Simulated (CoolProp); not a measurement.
Vapour-liquid equilibrium of R134a (1) + R124 (2) at 1.62 kPa; x and y are mole fractions of (1).

Values from CoolProp's multi-fluid Helmholtz-energy mixture model, Tillner-Roth 1994 and de Vries 1995; pair parameters Bell 2016.

```json
[
 {"x": "0.05", "bubble temperature (K)": "191.7", "y at the bubble point": "0.130", "dew temperature at overall composition x (K)": "192.3", "liquid density (mol/L)": "12.32"},
 {"x": "0.125", "bubble temperature (K)": "190.4", "y at the bubble point": "0.283", "dew temperature at overall composition x (K)": "191.7", "liquid density (mol/L)": "12.52"},
 {"x": "0.2", "bubble temperature (K)": "189.3", "y at the bubble point": "0.401", "dew temperature at overall composition x (K)": "191.1", "liquid density (mol/L)": "12.73"},
 {"x": "0.275", "bubble temperature (K)": "188.4", "y at the bubble point": "0.495", "dew temperature at overall composition x (K)": "190.4", "liquid density (mol/L)": "12.93"},
 {"x": "0.35", "bubble temperature (K)": "187.6", "y at the bubble point": "0.573", "dew temperature at overall composition x (K)": "189.8", "liquid density (mol/L)": "13.14"},
 {"x": "0.425", "bubble temperature (K)": "186.9", "y at the bubble point": "0.638", "dew temperature at overall composition x (K)": "189.1", "liquid density (mol/L)": "13.36"},
 {"x": "0.5", "bubble temperature (K)": "186.4", "y at the bubble point": "0.695", "dew temperature at overall composition x (K)": "188.3", "liquid density (mol/L)": "13.58"},
 {"x": "0.575", "bubble temperature (K)": "185.9", "y at the bubble point": "0.745", "dew temperature at overall composition x (K)": "187.6", "liquid density (mol/L)": "13.80"},
 {"x": "0.65", "bubble temperature (K)": "185.4", "y at the bubble point": "0.792", "dew temperature at overall composition x (K)": "186.8", "liquid density (mol/L)": "14.04"},
 {"x": "0.725", "bubble temperature (K)": "185.0", "y at the bubble point": "0.836", "dew temperature at overall composition x (K)": "186.1", "liquid density (mol/L)": "14.28"},
 {"x": "0.8", "bubble temperature (K)": "184.6", "y at the bubble point": "0.879", "dew temperature at overall composition x (K)": "185.3", "liquid density (mol/L)": "14.53"},
 {"x": "0.875", "bubble temperature (K)": "184.3", "y at the bubble point": "0.923", "dew temperature at overall composition x (K)": "184.7", "liquid density (mol/L)": "14.78"},
 {"x": "0.95", "bubble temperature (K)": "184.0", "y at the bubble point": "0.968", "dew temperature at overall composition x (K)": "184.1", "liquid density (mol/L)": "15.05"}
]
```

No azeotrope shows between x = 0.05 and 0.95.

The pair parameters rest on a limited set of measurements; away from them the model extrapolates.
